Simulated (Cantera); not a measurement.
A closed system holds: 1 mol MgO, 22 mol HCl, 0.61 mol N₂, at 1948 K and 75.0 Torr.

Cantera equilibrium calculation (NASA polynomials, part measured and part estimated; ideal gas, pure solids and liquids). Candidate condensed phases: H₂O, Mg, MgCl₂, MgO, Mg(OH)₂, NH₄Cl; 38 gas species. The numbers say what is thermodynamically allowed, not how fast it happens.

Base state: HCl 0.853, MgCl₂ 0.0437, H₂O 0.0436, N₂ 0.0267, Cl 0.0218, H₂ 0.0109, H 0.000374, OH 0.000135 (mole fractions); condensed: gas only.

**Question.** What changes in the equilibrium state with this change: pressure from 75.0 Torr to 1.00 Torr?

**Answer.** 
```
species   before     after
-------  -------  --------
HCl        0.853     0.756
Cl        0.0218    0.0871
MgCl₂     0.0437    0.0417
H₂        0.0109    0.0406
H₂O       0.0436    0.0414
N₂        0.0267    0.0257
Mg       6.69e-7  0.000226
O        3.41e-6   6.55e-5
MgCl     9.50e-6  0.000171
```
